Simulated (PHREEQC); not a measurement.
Make-up at 25 °C: 0.00143 mol/kgw MnSO4. Closed to the air; pH follows from the charge balance.

All values are PHREEQC results (ion-association model, wateq4f.dat), not measurements.

No solid was allowed to form.

**Question.** Estimate the pH, ionic strength.

**Answer.** pH 6.75; ionic strength 0.00509 mol/kgw.

**Question.** In which forms is Mn present?

**Answer.** Mn+2 89 %, MnSO4 11 % of the Mn.
